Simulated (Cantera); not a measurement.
Charge: 1 mol Fe3O4, 3 mol CH4, 1.6 mol CO, equilibrated at 27.0 Pa.

These are equilibrium values from Cantera (NASA tables, ideal gas, pure condensed phases), not measurements of a reactor. Candidate condensed phases: C, C6H6, C7H8, C8H18, Fe, Fe(CO)5, FeO, Fe(OH)2, Fe(OH)3, Fe2O3, Fe3O4, H2O; 114 gas species. Equilibrium is a limit: real reactors are often held back by kinetics, nucleation or transport.

Task: At 1152 °C, list the 4 most abundant gas species with their mole fractions, and the condensed phases.

Result: H2 0.497, CO 0.409, H2O 0.0692, CO2 0.0251. Condensed: Fe(γ).
